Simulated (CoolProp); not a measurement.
Model: reference Helmholtz-energy equation of state, Penoncello 2003, in CoolProp.

Q: For CHF3 (R23), give the phase and the density (kg/m³), speed of sound (m/s), Joule-Thomson coefficient (K/MPa), expansivity (1/kK) at 49.05 °C and 13.8 MPa.

A: 
- 49.05 °C and 13.8 MPa: supercritical; density 876, speed of sound 311, Joule-Thomson coefficient 1.04, expansivity 8.04
